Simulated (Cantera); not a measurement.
Input: 1 mol Cu, 1.4 mol NH3, 140 mol N2, at 1873 K and 2.48 Torr.

Cantera equilibrium calculation (NASA polynomials, part measured and part estimated; ideal gas, pure solids and liquids). Candidate condensed phases: Cu; 11 gas species. The numbers say what is thermodynamically allowed, not how fast it happens.

Base state: N2 0.978, H2 0.0139, Cu 0.00695, H 0.00133 (mole fractions); condensed: gas only.

**Question.** What changes in the equilibrium state with this change: NH3 from 1.4 to 0.38 mol?

**Answer.** 
| species | before | after |
|---|---|---|
| N2 | 0.978 | 0.989 |
| Cu | 0.00695 | 0.00705 |
| H2 | 0.0139 | 0.00368 |
| H | 0.00133 | 0.000681 |

**Question.** What changes in the equilibrium state with this change: temperature from 1873 K to 1423 K?

**Answer.** 
```
species      before     after
----------  -------  --------
N2            0.978     0.985
H2           0.0139    0.0147
Cu          0.00695  0.000634
H           0.00133   1.40e-5
Cu(l), mol        0     0.909
```
